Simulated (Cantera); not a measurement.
# FeS2 + H2 + H2O (hydrogen reduction and annealing atmospheres)

Input: 1 mol FeS2, a varied amount of H2, 8.9 mol H2O, held at 1777 °C and 10.0 mbar.

Method: chemical equilibrium by Gibbs-energy minimisation in Cantera with the NASA 1993 tables (ideal gas, pure condensed phases). Candidate condensed phases: Fe, FeO, Fe(OH)2, Fe(OH)3, FeS, FeSO4, FeS2, Fe2O3, Fe2(SO4)3, Fe3O4, H2O, H2SO4, S; 22 gas species. Rates play no part.

| n(H2) (mol) | x H2 | x H2O | x Fe | x H | x S2 | x SO |
|---|---|---|---|---|---|---|
| 20 | 0.646 | 0.254 | 0.0314 | 0.0182 | 0.0138 | 0.0113 |
| 67 | 0.837 | 0.109 | 0.0126 | 0.0208 | 0.00537 | 0.00233 |
| 110 | 0.886 | 0.0712 | 0.00816 | 0.0214 | 0.00303 | 0.00108 |
| 160 | 0.912 | 0.0507 | 0.00578 | 0.0217 | 0.00186 | 0.000585 |
| 210 | 0.927 | 0.0393 | 0.00447 | 0.0218 | 0.00127 | 0.000370 |
| 260 | 0.936 | 0.0321 | 0.00365 | 0.0219 | 0.000932 | 0.000256 |
| 300 | 0.941 | 0.0280 | 0.00318 | 0.0220 | 0.000751 | 0.000199 |
x: gas mole fraction; nothing condenses.

From 20 mol H2 to 300 mol H2 nothing is condensed. The main Fe-bearing gas is Fe throughout.
